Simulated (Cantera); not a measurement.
An isothermal, constant-pressure homogeneous reactor starts with CH₄ : CO₂ = 1 : 2.9 (molar parts), at 1375 K and 101000 Pa.

Computed with Cantera and GRI-Mech 3.0 (53 species, 325 reactions).

x: mole fraction; the columns are a selection and need not sum to one.

```
t (s)      x CH₄  x CO₂    x O₂      x H    x CH₃   x HO₂
--------  ------  -----  ------  -------  -------  ------
0.000100   0.256  0.744  <1e-12  2.31e-9  1.62e-6  <1e-12
0.000256   0.256  0.744  <1e-12  2.33e-9      ___  <1e-12
0.000654   0.256  0.744  <1e-12  2.44e-9  9.17e-6  <1e-12
0.00167    0.256  0.744  <1e-12  2.66e-9  1.45e-5  <1e-12
0.00428    0.256  0.744  <1e-12  2.88e-9  1.67e-5  <1e-12
0.0109     0.256  0.744  <1e-12  3.45e-9  2.00e-5  <1e-12
0.0280     0.256  0.744  <1e-12  5.36e-9  2.59e-5  <1e-12
0.0715     0.255  0.743  <1e-12  1.22e-8  3.38e-5  <1e-12
0.183      0.252  0.742  <1e-12  3.41e-8  3.79e-5  <1e-12
0.468      0.244  0.736  <1e-12  8.51e-8  3.53e-5  <1e-12
1.20       0.227  0.718  <1e-12      ___      ___  <1e-12
3.06       0.191  0.667  <1e-12  2.54e-7  2.59e-5  <1e-12
7.82       0.128  0.556  <1e-12  3.24e-7  2.03e-5  <1e-12
20.0      0.0568  0.419  <1e-12  5.76e-7  1.17e-5  <1e-12
```

Complete the blanks.


- 0.000256, x CH₃: 4.06e-6
- 1.20, x H: 1.68e-7
- 1.20, x CH₃: 3.06e-5
